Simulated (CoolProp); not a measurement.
A single-stage vapour-compression cycle with the fluid: evaporating at 206.15 K (dew point), condensing at 251.15 K (bubble point), superheat 2 K, subcooling 0 K, compressor efficiency 0.7, no pressure losses. The same conditions are run with several fluids, on thermodynamics alone (safety and materials aside).

Values from CoolProp's reference Helmholtz-energy equation of state of each fluid (ethane: Bücker 2006; R115: Lemmon 2016; ethylene: Smukala 2000; nitrous oxide: Lemmon 2006; R22: Kamei 1995; CH2F2 (R32): Tillner-Roth 1997).

```csv
fluid,cooling COP,pressure ratio,discharge temperature (K),refrigerating effect (kJ/kg),volumetric capacity (kJ/m³)
ethane,2.51,4.73,302.7,338,[?]
R115,2.58,[?],269.7,[?],206
ethylene,2.30,4.13,311.6,295,3120
nitrous oxide,2.47,5.39,342.2,268,2270
R22,[?],9.18,333.0,201,252
CH2F2 (R32),2.59,[?],365.1,327,436
```

Complete the blanks.


- ethane, volumetric capacity (kJ/m³): 1790
- R115, pressure ratio: 8.58
- R115, refrigerating effect (kJ/kg): 94.7
- R22, cooling COP: 2.67
- CH2F2 (R32), pressure ratio: 8.68
